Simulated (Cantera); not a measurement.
Thermodynamics of carbon deposition, reforming and gasification, feed C + H2 + O2

Input: 1 mol C, 17 mol H2, 0.033 mol O2, equilibrated at 430000 Pa.

Cantera equilibrium calculation (NASA polynomials, part measured and part estimated; ideal gas, pure solids and liquids). Candidate condensed phases: C, C6H6, C7H8, C8H18, H2O; 110 gas species. The numbers say what is thermodynamically allowed, not how fast it happens.

| T (K) | x H2 | x CO | x CH4 | x H | x C2H2 (acetylene) | x CH3 | n C(graphite) |
|---|---|---|---|---|---|---|---|
| 1798 | 0.992 | 0.00388 | 0.00328 | 0.000169 | 0.000171 | 1.13e-5 | 0.872 |
| 1848 | 0.993 | 0.00387 | 0.00279 | 0.000255 | 0.000256 | 1.44e-5 | 0.877 |
| 1898 | 0.993 | 0.00387 | 0.00240 | 0.000376 | 0.000374 | 1.82e-5 | 0.880 |
| 1948 | 0.993 | 0.00387 | 0.00207 | 0.000543 | 0.000535 | 2.26e-5 | 0.879 |
| 1998 | 0.993 | 0.00387 | 0.00181 | 0.000771 | 0.000753 | 2.78e-5 | 0.876 |
| 2048 | 0.992 | 0.00387 | 0.00159 | 0.00108 | 0.00104 | 3.38e-5 | 0.870 |
| 2098 | 0.992 | 0.00387 | 0.00140 | 0.00148 | 0.00142 | 4.07e-5 | 0.860 |
x: gas mole fraction; n: condensed amount in mol.

From 1798 K to 2098 K the condensed part is C(graphite). The main C-bearing gas is CO throughout. The share of C in condensed phases is highest at 1898 K (88.0 %) and lowest at 2098 K (86.0 %).
